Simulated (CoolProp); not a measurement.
Model: reference Helmholtz-energy equation of state, Zhou 2012, in CoolProp.

### Question
For o-xylene, give the phase and the cv (kJ/(kg K)) at 620 K and 0.156 MPa; 620 K and 0.623 MPa.

### Answer
- 620 K and 0.156 MPa: gas; cv 2.21
- 620 K and 0.623 MPa: gas; cv 2.22
